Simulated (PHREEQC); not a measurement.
Make-up at 20 °C: 0.046 mol/kgw CdCl2 and 0.00034 mol/kgw FeSO4. Closed to the air; pH follows from the charge balance.

Computed with PHREEQC (ion-association model, phreeqc.dat).

**Question.** The ionic strength comes out as 0.0695 mol/kgw. What activity coefficients do FeCl+, Cd+2, Cl-, H+, CdCl3- get?

**Answer.** FeCl+ 0.80, Cd+2 0.42, Cl- 0.79, H+ 0.84, CdCl3- 0.80.

No solid was allowed to form. Complexes and solids missing from the database can't appear.
